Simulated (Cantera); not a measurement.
Feed: 1 mol HMDSO, 9.7 mol O2, 11 mol N2, equilibrated at 327 °C.

Method: chemical equilibrium by Gibbs-energy minimisation in Cantera with the NASA 1993 tables (ideal gas, pure condensed phases). Candidate condensed phases: C, C6H6, C7H8, C8H18, H2O, Si, SiC, SiO2, Si2N2O, Si3N4; 151 gas species. The feed counts by its element totals alone. Rates play no part.

x: gas mole fraction; n: condensed amount in mol.

| P (Pa) | x N2 | x H2O | x CO2 | x H2 | x CH4 | n SiO2(α-quartz) |
|---|---|---|---|---|---|---|
| 5 | 0.423 | 0.177 | 0.223 | 0.169 | 9.99e-7 | 2.00 |
| 36 | 0.423 | 0.177 | 0.223 | 0.169 | 5.15e-5 | 2.00 |
| 260 | 0.425 | 0.181 | 0.223 | 0.162 | [?] | 2.00 |
| 1900 | 0.438 | [?] | 0.218 | [?] | [?] | 2.00 |
| 14000 | 0.452 | 0.250 | 0.211 | 0.0523 | 0.0337 | 2.00 |
| 100000 | 0.459 | 0.269 | 0.207 | 0.0216 | 0.0424 | 2.00 |

Question: Fill in the missing entries.

Answer: 
- 1900, x H2O: 0.213
- 1900, x H2: 0.110
- 1900, x CH4: 0.0172
- 260, x CH4: 0.00215
